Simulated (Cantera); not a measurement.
## CH2F2 (fluorocarbon and chlorocarbon gases)

A closed system holds: 1 mol CH2F2, at 527 °C and 0.000200 bar.

Cantera equilibrium calculation (NASA polynomials, part measured and part estimated; ideal gas, pure solids and liquids). Candidate condensed phases: C, C6H6, C7H8, C8H18; 95 gas species. Rates play no part.

- x(HF) = 1.00
- n(C(graphite)) = 1.00 mol
- gas amount = 2.000 mol
